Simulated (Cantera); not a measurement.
# Premixed flame

A freely propagating, adiabatic, planar premixed flame of H₂ : O₂ : N₂ : H₂O = 1 : 0.2 : 0.752 : 0.059 (molar parts), equivalence ratio 2.5, unburnt at 625 K and 500000 Pa; mixture-averaged transport, grid criteria slope 0.08 and curve 0.16, no radiation.

Model: the H2/O2 subset of GRI-Mech 3.0, which has no nitrogen chemistry, integrated in Cantera. The hydrogen kinetics of GRI-Mech 3.0 are dated; newer H2 mechanisms differ, most at raised pressure. Burning velocities carry a grid error of a few per cent, more on coarse grids.

```json
[
 {"z (mm)": "-0.179", "T (K)": "625", "u (m/s)": "8.33", "x H₂": "0.497", "x O₂": "0.0995", "x H₂O": "0.0293", "x O": "<1e-8", "x H": "<1e-8", "x OH": "<1e-8"},
 {"z (mm)": "-0.119", "T (K)": "625", "u (m/s)": "8.33", "x H₂": "0.497", "x O₂": "0.0995", "x H₂O": "0.0293", "x O": "<1e-8", "x H": "<1e-8", "x OH": "<1e-8"},
 {"z (mm)": "-0.0894", "T (K)": "625", "u (m/s)": "8.33", "x H₂": "0.497", "x O₂": "0.0995", "x H₂O": "0.0293", "x O": "<1e-8", "x H": "<1e-8", "x OH": "<1e-8"},
 {"z (mm)": "-0.0596", "T (K)": "626", "u (m/s)": "8.34", "x H₂": "0.497", "x O₂": "0.0996", "x H₂O": "0.0294", "x O": "2.33e-8", "x H": "2.43e-8", "x OH": "<1e-8"},
 {"z (mm)": "-0.0298", "T (K)": "687", "u (m/s)": "9.00", "x H₂": "0.487", "x O₂": "0.0998", "x H₂O": "0.0325", "x O": "1.34e-5", "x H": "0.000166", "x OH": "6.37e-5"},
 {"z (mm)": "-0.0149", "T (K)": "944", "u (m/s)": "12.0", "x H₂": "0.455", "x O₂": "0.0917", "x H₂O": "0.0578", "x O": "0.000206", "x H": "0.00395", "x OH": "0.000614"},
 {"z (mm)": "0", "T (K)": "1306", "u (m/s)": "16.3", "x H₂": "0.397", "x O₂": "0.0654", "x H₂O": "0.117", "x O": "0.00102", "x H": "0.0189", "x OH": "0.00128"},
 {"z (mm)": "0.0149", "T (K)": "1566", "u (m/s)": "19.4", "x H₂": "0.342", "x O₂": "0.0313", "x H₂O": "0.184", "x O": "0.00135", "x H": "0.0367", "x OH": "0.00212"},
 {"z (mm)": "0.0298", "T (K)": "1704", "u (m/s)": "21.0", "x H₂": "0.314", "x O₂": "0.0114", "x H₂O": "0.222", "x O": "0.000843", "x H": "0.0443", "x OH": "0.00240"},
 {"z (mm)": "0.0596", "T (K)": "1818", "u (m/s)": "22.3", "x H₂": "0.305", "x O₂": "0.00149", "x H₂O": "0.243", "x O": "0.000322", "x H": "0.0419", "x OH": "0.00239"},
 {"z (mm)": "0.119", "T (K)": "1908", "u (m/s)": "23.2", "x H₂": "0.310", "x O₂": "0.000124", "x H₂O": "0.247", "x O": "0.000165", "x H": "0.0317", "x OH": "0.00211"},
 {"z (mm)": "0.238", "T (K)": "1985", "u (m/s)": "24.0", "x H₂": "0.316", "x O₂": "2.90e-5", "x H₂O": "0.250", "x O": "7.87e-5", "x H": "0.0210", "x OH": "0.00161"},
 {"z (mm)": "0.477", "T (K)": "2041", "u (m/s)": "24.6", "x H₂": "0.322", "x O₂": "1.15e-5", "x H₂O": "0.251", "x O": "3.15e-5", "x H": "0.0129", "x OH": "0.00108"}
]
```
x: mole fraction of selected species; z is measured from the peak of heat release.

The laminar burning velocity is 833 cm/s and the thermal thickness is 0.0596 mm. The peak x(O) is 0.00139 and the peak x(H) comes out as 0.0450. The peak x(OH) is 0.00242 and the grid points comes out as 111.
